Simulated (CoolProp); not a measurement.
Cyclohexane along the isobar 3.32 MPa: fugacity coefficient from the reference equation and from simpler models built on Tc = 280.5 °C, pc = 4.081 MPa, ω = 0.209; each cubic takes its own stable root.

Values from CoolProp's reference Helmholtz-energy equation of state, Zhou 2014.

```csv
T (°C),phase,reference,van der Waals,Redlich-Kwong,Soave-Redlich-Kwong
182.65,liquid,0.2795,0.4658,0.3326,0.2852
193.65,liquid,0.3264,0.5052,0.3796,0.3331
204.55,liquid,0.3765,0.5449,0.4286,0.3843
215.45,liquid,0.4301,0.5850,0.4795,0.4388
226.35,liquid,0.4867,0.6252,0.5319,0.4961
237.35,liquid,0.5463,0.6655,0.5856,0.5560
248.25,liquid,0.6071,0.7047,0.6388,0.6163
259.15,liquid,0.6685,0.7305,0.6906,0.6761
270.05,gas,0.7090,0.7452,0.7147,0.7124
281.05,gas,0.7298,0.7586,0.7324,0.7326
291.95,gas,0.7479,0.7707,0.7482,0.7504
```

At some of these states van der Waals gives the other phase, because its saturation line lies elsewhere.
